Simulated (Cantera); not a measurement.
Charge: 1 mol Al, 0.041 mol O₂, a varied amount of H₂, held at 1923 K and 0.940 bar.

Method: chemical equilibrium by Gibbs-energy minimisation in Cantera with the NASA 1993 tables (ideal gas, pure condensed phases). Candidate condensed phases: Al, Al₂O₃, H₂O; 19 gas species. Mutual solubility and eutectic melting of coexisting phases are not modelled. Rates play no part.

Task: Which condensed phases are stable at each of these points (n(H₂) (mol)): 10, 13, 17, 23, 30, 40, 52?

Result: 
```json
[
 {"n(H₂) (mol)": "10", "condensed phases": "Al(l) + Al₂O₃(s)", "Al condensed (%)": "82.2"},
 {"n(H₂) (mol)": "13", "condensed phases": "Al(l)", "Al condensed (%)": "78.2"},
 {"n(H₂) (mol)": "17", "condensed phases": "Al(l)", "Al condensed (%)": "76.6"},
 {"n(H₂) (mol)": "23", "condensed phases": "Al(l)", "Al condensed (%)": "74.1"},
 {"n(H₂) (mol)": "30", "condensed phases": "Al(l)", "Al condensed (%)": "71.2"},
 {"n(H₂) (mol)": "40", "condensed phases": "Al(l)", "Al condensed (%)": "67.1"},
 {"n(H₂) (mol)": "52", "condensed phases": "Al(l)", "Al condensed (%)": "62.2"}
]
```

At 10 mol H₂ the condensed part is Al(l) + Al₂O₃(s). From 13 mol H₂ to 52 mol H₂ the condensed part is Al(l).
